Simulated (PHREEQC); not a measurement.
Solution (87 °C): 0.0078 mol/kgw CdCl2, 0.0016 mol/kgw NaCl, 0.00081 mol/kgw H2SO4 and 0.0002 mol/kgw NaOH. Closed to the air; pH follows from the charge balance.

Computed with PHREEQC (ion-association model, wateq4f.dat).

This is a speciation only: nothing precipitates in the calculation.

### Question
Order these Cd species by the share of Cd that they hold, largest first: CdCl+, CdCl2, Cd+2, CdSO4.

### Answer
Cd+2 (52 %), CdCl+ (43 %), CdSO4 (2.7 %), CdCl2 (2.1 %)

### Question
Order these Cl species by the share of Cl that they hold, largest first: Cl-, CdCl+, CdCl2.

### Answer
Cl- (79 %), CdCl+ (19 %), CdCl2 (1.9 %)

The pH is 2.95 and the ionic strength 0.0191 mol/kgw. Constants without temperature data keep their 25 °C values here.
